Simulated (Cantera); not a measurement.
Input: 1 mol Si₃N₄, 0.013 mol N₂O, 47 mol N₂, at 7.50 Torr.

Cantera equilibrium calculation (NASA polynomials, part measured and part estimated; ideal gas, pure solids and liquids). Candidate condensed phases: Si, SiO₂, Si₂N₂O, Si₃N₄; 16 gas species. Mutual solubility and eutectic melting of coexisting phases are not modelled. The numbers say what is thermodynamically allowed, not how fast it happens.

Question: Which condensed phases are stable at each of these points (T (°C)): 1100, 1200, 1300, 1400, 1500, 1600, 1700, 1800, 1900, 2000?

Answer: 
| T (°C) | condensed phases | Si condensed (%) |
|---|---|---|
| 1100 | Si₂N₂O(s) + Si₃N₄(s) | 100.0 |
| 1200 | Si₂N₂O(s) + Si₃N₄(s) | 100.0 |
| 1300 | Si₂N₂O(s) + Si₃N₄(s) | 99.8 |
| 1400 | Si₃N₄(s) | 99.6 |
| 1500 | Si₃N₄(s) | 99.3 |
| 1600 | Si(l) | 97.9 |
| 1700 | Si(l) | 93.7 |
| 1800 | Si(l) | 81.3 |
| 1900 | Si(l) | 47.4 |
| 2000 | gas only | 0.0 |

From 1100 °C to 1300 °C the condensed part is Si₂N₂O(s) + Si₃N₄(s). From 1400 °C to 1500 °C the condensed part is Si₃N₄(s). From 1600 °C to 1900 °C the condensed part is Si(l). At 2000 °C nothing is condensed.
